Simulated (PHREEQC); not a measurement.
Consider water at 25 °C with 0.0042 mol ZnSO4 and 0.002 mol HCl per kg of water. Closed to the air; pH follows from the charge balance.

Model: ion-association model, phreeqc.dat, run in PHREEQC.

| quantity | before | after |
|---|---|---|
| pH | 2.82 | 5.41 |
| ionic strength (mol/kgw) | 0.0145 | 0.0166 |
| SO4-2 (mol/kgw) | 0.00297 | 0.00270 |
| HSO4- (mol/kgw) | 0.000309 | 7.03e-7 |

Question: Which change was made?
A. ZnSO4 replaced by Li2SO4 at the same molality
B. 0.00084 mol/kgw NaCl added
C. HCl replaced by PbCl2 at the same molality
D. diluted 10-fold with water

Answer: C, HCl replaced by PbCl2 at the same molality

No solid was allowed to form. Some of these states are supersaturated (in Anglesite, for instance).
